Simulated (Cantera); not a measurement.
Mixture: CH3OH : O2 : N2 = 1 : 1.36 : 5.13 (molar parts), at 100000 Pa, adiabatic and at constant pressure. Ignition delay is the time to a rise of 400 K.

Cantera simulation using GRI-Mech 3.0 (53 species, 325 reactions); the numbers are that mechanism's predictions, not measurements. GRI-Mech 3.0 was tuned for natural gas; its chemistry of methanol as a main component is partial and can be far from experiment.

Task: What does this change do: pressure from 100000 Pa to 4000000 Pa?

Result: 
| quantity | before | after |
|---|---|---|
| delay at 1075 K | 94.6 ms | 6.21 ms |
| delay at 1175 K | 14.2 ms | 0.889 ms |
| delay at 1275 K | 2.96 ms | 0.174 ms |
| delay at 1375 K | 0.805 ms | 44.4 µs |
| delay at 1475 K | 0.275 ms | 14.2 µs |
| apparent activation energy between 1425 and 1525 K | 180 kJ/mol | 190 kJ/mol |
The pressure lies above the range GRI-Mech 3.0 was tuned for (to about 10 atm).

Task: What does this change do: N2 5.13 to 11 parts?

Result: 
```
quantity                                                before       after
--------------------------------------------------  ----------  ----------
delay at 1075 K                                        94.6 ms     0.115 s
delay at 1175 K                                        14.2 ms     17.5 ms
delay at 1275 K                                        2.96 ms     3.72 ms
delay at 1375 K                                       0.805 ms     1.05 ms
delay at 1475 K                                       0.275 ms    0.383 ms
apparent activation energy between 1425 and 1525 K  180 kJ/mol  160 kJ/mol
```
